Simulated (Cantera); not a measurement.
**c-C4F8 + H2 (fluorocarbon and chlorocarbon gases)**

A closed system holds: 1 mol c-C4F8, 7.9 mol H2, equilibrated at 2348.15 K and 1.33 mbar.

Equilibrium computed with Cantera from the NASA thermochemical tables; the gas is ideal and each condensed phase is pure. Candidate condensed phases: C, C6H6, C7H8, C8H18; 95 gas species. The feed counts by its element totals alone. The numbers say what is thermodynamically allowed, not how fast it happens.

```yaml
x(HF): 0.618
x(H2): 0.221
x(H): 0.159
x(C2H2 (acetylene)): 0.00121
x(F): 0.000610
x(C2H): 4.43e-5
x(C3): 3.00e-5
x(C): 1.35e-5
x(CF): 1.21e-5
n(C(graphite)): 3.97 mol
gas_amount: 12.93 mol
```
